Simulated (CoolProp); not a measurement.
A simple Rankine cycle with isobutane: condensing at 323.15 K, boiler at 1.58 MPa, turbine inlet 363.1 K, turbine efficiency 0.7, pump efficiency 0.6, no recuperator. Each further row changes one setting.

The numbers come from the reference Helmholtz-energy equation of state, Bücker 2006 in CoolProp.

| case | thermal efficiency (%) | net work (kJ/kg) | heat in (kJ/kg) | turbine exit temperature (K) | volume ratio over the turbine |
|---|---|---|---|---|---|
| as stated | 5.8 | 20.2 | 346 | 336.4 | 2.57 |
| turbine inlet 383.1 K | 5.8 | 23.0 | ___ | 359.1 | 2.47 |
| condensing temperature 315.15 K | ___ | 25.6 | 366 | 331.3 | ___ |
| boiler pressure 1.11 MPa | 3.6 | 13.3 | 366 | ___ | ___ |
| turbine efficiency 0.6 | 4.9 | 16.9 | 346 | 338.1 | 2.59 |

Problem. What belongs in the gaps?

Solution. 
- turbine inlet 383.1 K, heat in (kJ/kg): 395
- condensing temperature 315.15 K, thermal efficiency (%): 7.0
- condensing temperature 315.15 K, volume ratio over the turbine: 3.17
- boiler pressure 1.11 MPa, turbine exit temperature (K): 349.7
- boiler pressure 1.11 MPa, volume ratio over the turbine: 1.67
